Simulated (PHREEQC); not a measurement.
NaOH is added in steps, without added water, to 1 kg of water holding 86 mmol/kgw HCl, 3.5 mmol/kgw ZnSO4 and 0.52 mmol/kgw Na2SO4, at 25 °C. O2 is buffered at 0.21 atm. No CO2 enters from the air. The run lets Zn(OH)2-e, Zn4(OH)6SO4, Zn5(OH)8Cl2, Halite, Mirabilite, Goslarite precipitate or redissolve, and no other solid.

Base run: PHREEQC, ion-association model, wateq4f.dat. Each further column changes one thing. The table gives NaSO4- (mol/kgw).

```csv
NaOH added (mol),base,Na2SO4 replaced by Cs2SO4 at the same molality,Na2SO4 left out,ZnSO4 replaced by Li2SO4 at the same molality,no solid may form
0,1.81e-6,0,0,1.86e-6,1.81e-6
0.0125,2.63e-5,(withheld),2.11e-5,2.71e-5,2.63e-5
0.025,5.72e-5,(withheld),4.77e-5,5.92e-5,5.72e-5
0.0375,9.75e-5,9.50e-5,8.25e-5,0.000101,9.75e-5
0.05,0.000152,0.000149,0.000130,(withheld),0.000152
0.0625,0.000230,0.000226,0.000196,0.000242,0.000230
0.075,0.000347,0.000342,0.000298,0.000370,0.000347
0.0875,0.000531,0.000526,0.000460,0.000560,0.000533
0.1,0.000623,0.000618,0.000540,0.000606,0.000623
```

**Question.** What belongs in the gaps?

**Answer.** 
- 0.0125, Na2SO4 replaced by Cs2SO4 at the same molality: 2.43e-5
- 0.025, Na2SO4 replaced by Cs2SO4 at the same molality: 5.50e-5
- 0.05, ZnSO4 replaced by Li2SO4 at the same molality: 0.000159

 In at least one series the solution becomes supersaturated in solids that the run did not let form, among them Zn(OH)2-e, Zn4(OH)6SO4, Zn5(OH)8Cl2. Solids allowed in the column 'ZnSO4 replaced by Li2SO4 at the same molality': Halite, Mirabilite.
